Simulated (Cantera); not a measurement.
A perfectly stirred reactor is fed with CH4 : C2H6 : C3H8 : O2 : N2 : CO2 = 1 : 0.15 : 0.26 : 4.55 : 15.9 : 1.3 (molar parts), at 4.93 atm; it is adiabatic with a 748 K inlet, and is followed from long to short residence time, starting on the burning branch (τ in s: 0.038, 0.018, 0.0083, 0.0039, 0.0018, 0.00085, 0.00039, 0.00018, 8.6e-05, 4e-05).

Model: GRI-Mech 3.0 (53 species, 325 reactions), integrated in Cantera.

Q: What does this change do: C2H6 0.15 to 0.11 parts?

A: 
```csv
quantity,before,after
"blow-out, bracketed by the residence times tried","burning at 40.0 µs, the shortest tried","burning at 40.0 µs, the shortest tried"
x(CH4) at τ = 38.0 ms,8.34e-7,9.45e-7
x(C2H6) at τ = 38.0 ms,1.52e-8,1.33e-8
x(C3H8) at τ = 38.0 ms,3.26e-8,3.76e-8
x(HCO) at τ = 38.0 ms,1.05e-8,9.75e-9
x(H) at τ = 38.0 ms,0.000163,0.000117
x(CH4) at τ = 0.850 ms,2.35e-5,2.57e-5
x(C2H6) at τ = 0.850 ms,6.03e-7,5.06e-7
x(C3H8) at τ = 0.850 ms,1.16e-6,1.30e-6
x(HCO) at τ = 0.850 ms,4.53e-7,4.37e-7
x(H) at τ = 0.850 ms,0.000492,0.000406
```

Q: What does this change do: N2 15.9 to 23 parts?

A: 
| quantity | before | after |
|---|---|---|
| blow-out, bracketed by the residence times tried | burning at 40.0 µs, the shortest tried | burning at 40.0 µs, the shortest tried |
| x(CH4) at τ = 38.0 ms | 8.34e-7 | 2.70e-6 |
| x(C2H6) at τ = 38.0 ms | 1.52e-8 | 5.64e-8 |
| x(C3H8) at τ = 38.0 ms | 3.26e-8 | 9.55e-8 |
| x(HCO) at τ = 38.0 ms | 1.05e-8 | 9.81e-9 |
| x(H) at τ = 38.0 ms | 0.000163 | 2.50e-5 |
| x(CH4) at τ = 0.850 ms | 2.35e-5 | 4.12e-5 |
| x(C2H6) at τ = 0.850 ms | 6.03e-7 | 1.38e-6 |
| x(C3H8) at τ = 0.850 ms | 1.16e-6 | 2.32e-6 |
| x(HCO) at τ = 0.850 ms | 4.53e-7 | 4.81e-7 |
| x(H) at τ = 0.850 ms | 0.000492 | 0.000353 |
